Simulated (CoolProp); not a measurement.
Fluorine at 231.85 K and 1.81 MPa is throttled through a valve to 0.806 MPa with no heat exchange. Each further row changes one setting.

Model: reference Helmholtz-energy equation of state, de Reuck 1990, in CoolProp.

```json
[
 {"case": "as stated", "temperature change (K)": "-3.1", "final density (kg/m³)": "16.3"},
 {"case": "outlet pressure 0.242 MPa", "temperature change (K)": "-4.9", "final density (kg/m³)": "4.89"},
 {"case": "outlet pressure 1.05 MPa", "temperature change (K)": "-2.4", "final density (kg/m³)": "21.2"}
]
```
